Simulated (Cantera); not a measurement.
Feed: 1 mol Si₃N₄, 0.011 mol Si, 0.022 mol H₂, at 2050 K.

Method: chemical equilibrium by Gibbs-energy minimisation in Cantera with the NASA 1993 tables (ideal gas, pure condensed phases). Candidate condensed phases: Si, Si₃N₄; 18 gas species. Mutual solubility and eutectic melting of coexisting phases are not modelled. The tables' values for SiN are old estimates; treat these amounts as uncertain. Gases not in the tables: Si₂H₆ and higher silanes. Rates play no part.

x: gas mole fraction; n: condensed amount in mol.

```csv
P (Pa),x N₂,x H₂,x Si,x H,x Si₂,n Si(l),n Si₃N₄(s)
1,0.396,0.000138,0.595,0.00842,0.000534,0,0
5.60,0.397,0.000607,0.591,0.00747,0.00295,0,0
32,0.741,0.00404,0.242,0.00806,0.00282,…,0
180,0.943,0.00794,0.0429,0.00477,0.000500,2.91,0
1000,0.980,0.00964,0.00773,0.00223,9.01e-5,2.99,0
5600,0.987,0.0104,0.00138,0.000976,1.61e-5,3.01,0
32000,0.974,0.0252,0.000242,0.000636,2.82e-6,…,0.580
180000,0.173,0.825,4.29e-5,0.00154,5.00e-7,…,0.998
1000000,0.0312,0.968,7.73e-6,0.000706,9.01e-8,…,1.000
```

Q: Fill in the missing entries.

A: 
- 32, n Si(l): 2.33
- 32000, n Si(l): 1.27
- 180000, n Si(l): 0.0179
- 1000000, n Si(l): 0.0121
